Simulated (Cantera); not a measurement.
Feed: 1 mol Si₃N₄, a varied amount of F₂, equilibrated at 1175 °C and 0.100 bar.

Method: chemical equilibrium by Gibbs-energy minimisation in Cantera with the NASA 1993 tables (ideal gas, pure condensed phases). Candidate condensed phases: Si, Si₃N₄; 16 gas species. Kinetics and transport are ignored.

Task: What share of the Si ends up in condensed phases as a function of n(F₂) (mol), at 2.1, 3.1, 4.2, 5.2, 6.3, 7.3, 8.4, 9.4, 10, 12?

Result: 
```tsv
n(F₂) (mol)	Si condensed (%)	as
2.1	64.7	Si₃N₄(s)
3.1	47.9	Si₃N₄(s)
4.2	29.4	Si₃N₄(s)
5.2	12.6	Si₃N₄(s)
6.3	0.0	-
7.3	0.0	-
8.4	0.0	-
9.4	0.0	-
10	0.0	-
12	0.0	-
```
